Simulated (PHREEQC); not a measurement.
Model water analysis in mg/L, 20 °C, pH 7.26, pe 8.9:

```
constituent                 mg/L
-----------------------  -------
Na                            21
K                           0.62
Ca                          11.8
Mg                          2.68
Cl                          10.6
S(6) as SO4                 21.9
Alkalinity as HCO3          59.3
Sr                         0.179
N(5) as NO3               0.0996
O(0) (dissolved oxygen)  0.00944
```

Cl is adjusted to close the charge balance.
Valence states are taken as typed.

All values are PHREEQC results (ion-association model, wateq4f.dat), not measurements.

Question: The ionic strength comes out as 0.00232 mol/kgw. What activity coefficients do Cl-, Na+, Ca+2, Sr+2, NO3- get?

Answer: Cl- 0.95, Na+ 0.95, Ca+2 0.81, Sr+2 0.81, NO3- 0.95.

This is a speciation only: nothing precipitates in the calculation.
